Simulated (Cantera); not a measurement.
Feed: 1 mol H₂O, 1.1 mol O₂, held at 0.150 bar.

Method: chemical equilibrium by Gibbs-energy minimisation in Cantera with the NASA 1993 tables (ideal gas, pure condensed phases). Candidate condensed phases: H₂O; 9 gas species. Equilibrium is a limit: real reactors are often held back by kinetics, nucleation or transport. All values below are at 2875 °C.

Base state: O₂ 0.271, O 0.247, OH 0.147, H₂O 0.142, H 0.142, H₂ 0.0508, HO₂ 4.94e-5 (mole fractions); condensed: gas only.

Task: What changes in the equilibrium state with this change: pressure from 0.150 bar to 0.400 bar?

Result: 
| species | before | after |
|---|---|---|
| O₂ | 0.271 | 0.337 |
| H₂O | 0.142 | 0.220 |
| O | 0.247 | 0.169 |
| H | 0.142 | 0.0801 |
| H₂ | 0.0508 | 0.0433 |
| OH | 0.147 | 0.151 |
| HO₂ | 4.94e-5 | 9.23e-5 |
